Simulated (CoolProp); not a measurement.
Saturation properties of normal hydrogen.

Model: reference Helmholtz-energy equation of state, Leachman 2009, in CoolProp.

```json
[
 {"T (K)": "19.3", "p (MPa)": "0.07283", "liquid density (kg/m³)": "72.03", "vapour density (kg/m³)": "0.9902", "enthalpy of vaporisation (kJ/kg)": "452.8", "vapour viscosity (µPa s)": "0.937", "liquid conductivity (mW/(m K))": "103"},
 {"T (K)": "20.7", "p (MPa)": "0.1116", "liquid density (kg/m³)": "70.47", "vapour density (kg/m³)": "1.453", "enthalpy of vaporisation (kJ/kg)": "447.1", "vapour viscosity (µPa s)": "1.01", "liquid conductivity (mW/(m K))": "104"},
 {"T (K)": "22.2", "p (MPa)": "0.1675", "liquid density (kg/m³)": "68.64", "vapour density (kg/m³)": "2.107", "enthalpy of vaporisation (kJ/kg)": "437.7", "vapour viscosity (µPa s)": "1.10", "liquid conductivity (mW/(m K))": "104"},
 {"T (K)": "23.7", "p (MPa)": "0.2410", "liquid density (kg/m³)": "66.63", "vapour density (kg/m³)": "2.958", "enthalpy of vaporisation (kJ/kg)": "424.4", "vapour viscosity (µPa s)": "1.19", "liquid conductivity (mW/(m K))": "103"},
 {"T (K)": "25.2", "p (MPa)": "0.3348", "liquid density (kg/m³)": "64.39", "vapour density (kg/m³)": "4.057", "enthalpy of vaporisation (kJ/kg)": "406.5", "vapour viscosity (µPa s)": "1.29", "liquid conductivity (mW/(m K))": "102"},
 {"T (K)": "26.7", "p (MPa)": "[?]", "liquid density (kg/m³)": "61.86", "vapour density (kg/m³)": "5.475", "enthalpy of vaporisation (kJ/kg)": "383.0", "vapour viscosity (µPa s)": "[?]", "liquid conductivity (mW/(m K))": "101"},
 {"T (K)": "28.1", "p (MPa)": "0.5838", "liquid density (kg/m³)": "59.13", "vapour density (kg/m³)": "[?]", "enthalpy of vaporisation (kJ/kg)": "354.5", "vapour viscosity (µPa s)": "1.51", "liquid conductivity (mW/(m K))": "98.6"},
 {"T (K)": "29.6", "p (MPa)": "0.7537", "liquid density (kg/m³)": "55.62", "vapour density (kg/m³)": "9.636", "enthalpy of vaporisation (kJ/kg)": "314.1", "vapour viscosity (µPa s)": "1.67", "liquid conductivity (mW/(m K))": "95.6"},
 {"T (K)": "31.1", "p (MPa)": "0.9563", "liquid density (kg/m³)": "51.02", "vapour density (kg/m³)": "13.20", "enthalpy of vaporisation (kJ/kg)": "256.7", "vapour viscosity (µPa s)": "1.88", "liquid conductivity (mW/(m K))": "91.7"},
 {"T (K)": "32.6", "p (MPa)": "1.197", "liquid density (kg/m³)": "43.10", "vapour density (kg/m³)": "20.01", "enthalpy of vaporisation (kJ/kg)": "153.2", "vapour viscosity (µPa s)": "2.30", "liquid conductivity (mW/(m K))": "91.7"}
]
```

**Question.** Fill in the missing entries.

**Answer.** 
- 26.7, p (MPa): 0.4515
- 26.7, vapour viscosity (µPa s): 1.40
- 28.1, vapour density (kg/m³): 7.187

It boils at 20.4 K under 1 atm.

Viscosity comes from a separate model (Muzny 2013). Thermal conductivity comes from a separate model (Assael 2011).
